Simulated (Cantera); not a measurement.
Charge: 1 mol Fe₂O₃, 0.01 mol H₂O, 0.18 mol O₂, held at 1.30 bar.

Cantera equilibrium calculation (NASA polynomials, part measured and part estimated; ideal gas, pure solids and liquids). Candidate condensed phases: Fe, FeO, Fe(OH)₂, Fe(OH)₃, Fe₂O₃, Fe₃O₄, H₂O; 12 gas species. The numbers say what is thermodynamically allowed, not how fast it happens. All values below are at 977 °C.

Base state: O₂ 0.947, H₂O 0.0526 (mole fractions); condensed: Fe₂O₃(s).

Problem. What changes in the equilibrium state with this change: 0.003 mol H₂S added?

Solution. 
```
species        before    after
-------------  ------  -------
O₂              0.947    0.916
H₂O            0.0526   0.0680
SO₂                 0   0.0132
SO₃                 0  0.00251
Fe₂O₃(s), mol    1.00     1.00
```
Further candidate phases: FeS, FeSO₄, FeS₂, Fe₂(SO₄)₃, H₂SO₄, S.
